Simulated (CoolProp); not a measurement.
Vapour pressure (MPa) of ammonia: the reference equation beside estimates from Tc = 132.4 °C, pc = 11.36 MPa, ω = 0.256. Clausius-Clapeyron is anchored at 73.85 °C with a constant enthalpy of vaporisation of 15.58 kJ/mol.

Model: reference Helmholtz-energy equation of state, Gao 2020, in CoolProp.

```csv
T (°C),reference,Lee-Kesler,Clausius-Clapeyron,van der Waals,Redlich-Kwong,Soave-Redlich-Kwong,Peng-Robinson
46.75,1.867,1.885,2.288,4.080,2.526,1.892,1.869
52.15,2.149,2.169,2.521,4.409,2.847,2.180,2.152
57.65,2.468,2.490,2.775,4.762,3.203,2.506,2.474
63.05,2.814,2.839,3.039,5.125,3.580,2.861,2.823
68.45,3.196,3.221,3.319,5.505,3.987,3.251,3.208
73.85,3.615,3.641,3.615,5.902,4.424,3.679,3.631
79.25,4.074,4.099,3.927,6.316,4.892,4.146,4.094
84.75,4.585,4.609,4.262,6.756,5.402,4.666,4.610
90.15,5.132,5.154,4.607,7.206,5.937,5.222,5.162
95.55,5.727,5.747,4.968,7.674,6.505,5.824,5.763
100.95,6.373,6.390,5.347,8.160,7.108,6.475,6.414
106.35,7.072,7.088,5.742,8.665,7.747,7.177,7.118
111.85,7.844,7.859,6.162,9.198,8.436,7.947,7.893
117.25,8.665,8.679,6.591,9.740,9.150,8.760,8.714
```

Absolute difference from the reference over all 14 rows, mean and median: Lee-Kesler 0.6 and 0.6 %, Clausius-Clapeyron 12.8 and 12.8 %, van der Waals 56.5 and 51.2 %, Redlich-Kwong 19.5 and 18.9 %, Soave-Redlich-Kwong 1.6 and 1.6 %, Peng-Robinson 0.5 and 0.5 %.
